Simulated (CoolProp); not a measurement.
Vapour-liquid equilibrium of isobutane (1) + n-butane (2) at -62.35 °C; x and y are mole fractions of (1).

Model: multi-fluid Helmholtz-energy mixture model, Bücker 2006 and Bücker 2006; pair parameters Kunz 2012, in CoolProp.

```json
[
 {"x": "0.05", "bubble pressure (MPa)": "0.004465", "y at the bubble point": "0.091", "dew pressure at overall composition x (MPa)": "0.004377", "liquid density (mol/L)": "11.40"},
 {"x": "0.15", "bubble pressure (MPa)": "0.004846", "y at the bubble point": "0.250", "dew pressure at overall composition x (MPa)": "0.004600", "liquid density (mol/L)": "11.37"},
 {"x": "0.25", "bubble pressure (MPa)": "0.005222", "y at the bubble point": "0.385", "dew pressure at overall composition x (MPa)": "0.004847", "liquid density (mol/L)": "11.34"},
 {"x": "0.35", "bubble pressure (MPa)": "0.005595", "y at the bubble point": "0.502", "dew pressure at overall composition x (MPa)": "0.005120", "liquid density (mol/L)": "11.31"},
 {"x": "0.45", "bubble pressure (MPa)": "0.005965", "y at the bubble point": "0.604", "dew pressure at overall composition x (MPa)": "0.005424", "liquid density (mol/L)": "11.28"},
 {"x": "0.55", "bubble pressure (MPa)": "0.006333", "y at the bubble point": "0.694", "dew pressure at overall composition x (MPa)": "0.005765", "liquid density (mol/L)": "11.25"},
 {"x": "0.65", "bubble pressure (MPa)": "0.006700", "y at the bubble point": "0.775", "dew pressure at overall composition x (MPa)": "0.006149", "liquid density (mol/L)": "11.22"},
 {"x": "0.75", "bubble pressure (MPa)": "0.007066", "y at the bubble point": "0.847", "dew pressure at overall composition x (MPa)": "0.006584", "liquid density (mol/L)": "11.20"},
 {"x": "0.85", "bubble pressure (MPa)": "0.007433", "y at the bubble point": "0.913", "dew pressure at overall composition x (MPa)": "0.007082", "liquid density (mol/L)": "11.17"},
 {"x": "0.95", "bubble pressure (MPa)": "0.007800", "y at the bubble point": "0.972", "dew pressure at overall composition x (MPa)": "0.007659", "liquid density (mol/L)": "11.14"}
]
```

No azeotrope shows between x = 0.05 and 0.95.

Pair parameters are fitted to limited data, so mixtures are less certain than the pure fluids.
